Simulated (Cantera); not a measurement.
Feed: 1 mol Fe3O4, 7.5 mol H2, 19 mol N2, equilibrated at 1700 K and 1.30 bar.

Cantera equilibrium calculation (NASA polynomials, part measured and part estimated; ideal gas, pure solids and liquids). Candidate condensed phases: Fe, FeO, Fe(OH)2, Fe(OH)3, Fe2O3, Fe3O4, H2O; 27 gas species. Mutual solubility and eutectic melting of coexisting phases are not modelled. The tables' stoichiometric FeO is somewhat more stable than real wüstite, so its field is too wide. FeO: taken at fixed stoichiometry. Equilibrium is a limit: real reactors are often held back by kinetics, nucleation or transport.

Base state: N2 0.717, H2 0.193, H2O 0.0903, H 5.67e-5 (mole fractions); condensed: Fe(δ) + FeO(l).

Problem. What changes in the equilibrium state with this change: Fe3O4 replaced by NiS?

Solution. 
| species | before | after |
|---|---|---|
| N2 | 0.717 | 0.716 |
| H2 | 0.193 | 0.271 |
| H2S | 0 | 0.0111 |
| H2O | 0.0903 | 0 |
| S2 | 0 | 0.000538 |
| SH | 0 | 0.000394 |
| H | 5.67e-5 | 6.73e-5 |
| Fe(δ), mol | 1.39 | 0 |
| FeO(l), mol | 1.61 | 0 |
| Ni3S2(l), mol | 0 | 0.333 |
Further candidate phases: Ni, NiS, NiS2, Ni3S2, Ni3S4, S.

Problem. What changes in the equilibrium state with this change: temperature from 1700 K to 1373 K?

Solution. 
```
species       before    after
-----------  -------  -------
N2             0.717    0.717
H2             0.193    0.208
H2O           0.0903   0.0753
H            5.67e-5  1.33e-6
Fe(δ), mol      1.39        0
FeO(l), mol     1.61        0
Fe(γ), mol         0    0.996
FeO(s), mol        0     2.00
```

Problem. What changes in the equilibrium state with this change: H2 from 7.5 to 0.67 mol?

Solution. 
| species | before | after |
|---|---|---|
| N2 | 0.717 | 0.966 |
| H2O | 0.0903 | 0.0337 |
| H2 | 0.193 | 0.000401 |
| NO | 4.99e-8 | 1.04e-5 |
| H | 5.67e-5 | 2.59e-6 |
| Fe(δ), mol | 1.39 | 0 |
| FeO(l), mol | 1.61 | 1.99 |
| Fe3O4(s), mol | 0 | 0.338 |
